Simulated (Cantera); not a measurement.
A perfectly stirred reactor is fed with 37.0 % C2H6, 63.0 % N2, at 15.0 Torr; it is held at 1850 K, and followed from long to short residence time.

Model: GRI-Mech 3.0 (53 species, 325 reactions), integrated in Cantera. GRI-Mech 3.0 stops at C3 and has no aromatics, soot or wall deposition, so with more carbon than oxygen in the feed, carbon stays in small species such as C2H2 where larger ones or solid carbon would form. Radical loss at walls, strong at low pressure, is not modelled.

Task: Predict: x(C2H6) at τ = 1.50 s; x(CH4) at τ = 1.50 s; x(HCN) at τ = 1.50 s; x(H2) at τ = 1.50 s; x(H) at τ = 1.50 s; x(C2H6) at τ = 16.0 ms; x(CH4) at τ = 16.0 ms; x(HCN) at τ = 16.0 ms; x(H2) at τ = 16.0 ms; x(H) at τ = 16.0 ms.

Result: 
| Property | Result |
|---|---|
| x(C2H6) at τ = 1.50 s | 1.30e-5 |
| x(CH4) at τ = 1.50 s | 0.00880 |
| x(HCN) at τ = 1.50 s | 0.000174 |
| x(H2) at τ = 1.50 s | 0.413 |
| x(H) at τ = 1.50 s | 0.00240 |
| x(C2H6) at τ = 16.0 ms | 0.00112 |
| x(CH4) at τ = 16.0 ms | 0.0603 |
| x(HCN) at τ = 16.0 ms | 1.50e-5 |
| x(H2) at τ = 16.0 ms | 0.346 |
| x(H) at τ = 16.0 ms | 0.00291 |
